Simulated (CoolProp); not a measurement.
Vapour-liquid equilibrium of R227EA (1) + isobutene (2) at 239 kPa; x and y are mole fractions of (1).

Computed with CoolProp (multi-fluid Helmholtz-energy mixture model, Lemmon 2016 and Lemmon 2005; pair parameters Bell 2016).

| x | bubble temperature (K) | y at the bubble point | dew temperature at overall composition x (K) | liquid density (mol/L) |
|---|---|---|---|---|
| 0.05 | 285.8 | 0.170 | 289.0 | 10.59 |
| 0.2 | 279.1 | 0.406 | 284.9 | 10.25 |
| 0.35 | 276.7 | 0.506 | 280.7 | 9.887 |
| 0.5 | 275.7 | 0.575 | 276.8 | 9.547 |
| 0.65 | 275.4 | 0.648 | 275.4 | 9.244 |
| 0.8 | 275.9 | 0.753 | 276.3 | 8.970 |
| 0.95 | 277.7 | 0.921 | 278.0 | 8.707 |

y crosses x between x = 0.5 and 0.65: the model has an azeotrope there.

The pair parameters rest on a limited set of measurements; away from them the model extrapolates.
